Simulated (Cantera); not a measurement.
Mixture: 9.72 % CH₄, 8.94 % H₂, 17.1 % O₂, 64.2 % N₂, at 3.95 atm, adiabatic and at constant pressure. Ignition delay is the time to a rise of 400 K.

Model: GRI-Mech 3.0 (53 species, 325 reactions), integrated in Cantera.

Q: Predict: delay at 1200 K; delay at 1400 K; delay at 1600 K; delay at 1800 K; delay at 2000 K; apparent activation energy between 1900 and 2100 K.

A: 
| Property | Value |
|---|---|
| delay at 1200 K | 0.418 ms |
| delay at 1400 K | 97.0 µs |
| delay at 1600 K | 29.6 µs |
| delay at 1800 K | 11.3 µs |
| delay at 2000 K | 5.08 µs |
| apparent activation energy between 1900 and 2100 K | 120 kJ/mol |
